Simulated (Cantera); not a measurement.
Input (Python, Cantera) and output of one run.

```python
import numpy as np
import cantera as ct

gas_names = """
    AL ALN AL2 N N2
""".split()
cond_names = """
    AL(cr) AL(L) ALN(s)
""".split()


def load(file, names, dense=False):
    # The tables refer to 1 bar. Condensed volumes are neglected.
    table = {s.name: s for s in ct.Species.list_from_file(file)}
    out = []
    for n in names:
        d = dict(table[n].input_data)
        d["thermo"] = dict(d["thermo"], **{"reference-pressure": 1e5})
        if dense:
            d["equation-of-state"] = {"model": "constant-volume", "density": "1e6 g/cm^3"}
        out.append(ct.Species.from_dict(d))
    return out


gas = ct.Solution(thermo="ideal-gas", species=load("nasa_gas.yaml", gas_names))
cond = {s.name: ct.Solution(thermo="fixed-stoichiometry", species=[s], name=s.name)
        for s in load("nasa_condensed.yaml", cond_names, dense=True)}
atoms = {
    'AlN': {'AL': 1, 'N': 1},
    'N2': {'N': 2},
}
top_T = {'ALN(s)': 2750}  # K; cautious upper limits of use, not melting points


def equilibrate(T, P, feed):
    n = {}
    for name, mol in feed.items():
        for a, k in atoms[name].items():
            n[a] = n.get(a, 0.0) + k * mol
    gas.TPX = T, P, n
    mass = sum(n.values()) * gas.mean_molecular_weight
    gas.equilibrate("TP")
    valid = [c for c in cond.values() if c.min_temp <= T <= top_T.get(c.name, c.max_temp)]
    mix = ct.Mixture([(gas, mass / gas.mean_molecular_weight)] + [(c, 0.0) for c in valid])
    mix.T, mix.P = T, P
    mix.equilibrate("TP", solver="vcs", rtol=1e-11, max_steps=5000)
    return mix


results = []
feed = {'AlN': 1, 'N2': 5.9}  # mol
P = 22000  # Pa
for T in [1823, 1898, 1973, 2048, 2123, 2198, 2273, 2348, 2423, 2498, 2573]:
    mix = equilibrate(T, P, feed)
    results.append((T, P, feed, dict(zip(mix.species_names, mix.species_moles))))
    x = sorted(zip(gas.X, gas.species_names), reverse=True)
    print(f"T = {T:g} K  P = {P:g} Pa  gas = {mix.phase_moles(0):.4g} mol")
    print("   x: " + "  ".join(f"{s} {v:.3e}" for v, s in x if v > 0.0001))
    print("   condensed (mol): " + ("  ".join(f"{mix.phase(i).name} {mix.phase_moles(i):.4g}"
          for i in range(1, mix.n_phases) if mix.phase_moles(i) > 1e-12) or "none"))
```

Output:

```
T = 1823 K  P = 22000 Pa  gas = 5.9 mol
   x: N2 1.000e+00
   condensed (mol): ALN(s) 1
T = 1898 K  P = 22000 Pa  gas = 5.9 mol
   x: N2 1.000e+00
   condensed (mol): ALN(s) 0.9998
T = 1973 K  P = 22000 Pa  gas = 5.901 mol
   x: N2 9.999e-01  AL 1.183e-04
   condensed (mol): ALN(s) 0.9993
T = 2048 K  P = 22000 Pa  gas = 5.904 mol
   x: N2 9.995e-01  AL 4.837e-04
   condensed (mol): ALN(s) 0.9971
T = 2123 K  P = 22000 Pa  gas = 5.916 mol
   x: N2 9.982e-01  AL 1.787e-03
   condensed (mol): ALN(s) 0.9894
T = 2198 K  P = 22000 Pa  gas = 5.954 mol
   x: N2 9.940e-01  AL 6.039e-03
   condensed (mol): ALN(s) 0.964
T = 2273 K  P = 22000 Pa  gas = 6.072 mol
   x: N2 9.811e-01  AL 1.889e-02
   condensed (mol): ALN(s) 0.8852
T = 2348 K  P = 22000 Pa  gas = 6.437 mol
   x: N2 9.444e-01  AL 5.553e-02
   condensed (mol): ALN(s) 0.642
T = 2423 K  P = 22000 Pa  gas = 7.399 mol
   x: N2 8.650e-01  AL 1.348e-01  AL2 1.972e-04
   condensed (mol): none
T = 2498 K  P = 22000 Pa  gas = 7.399 mol
   x: N2 8.650e-01  AL 1.349e-01  AL2 1.524e-04
   condensed (mol): none
T = 2573 K  P = 22000 Pa  gas = 7.399 mol
   x: N2 8.650e-01  AL 1.349e-01  AL2 1.195e-04
   condensed (mol): none
```

Cantera equilibrium calculation (NASA polynomials, part measured and part estimated; ideal gas, pure solids and liquids).
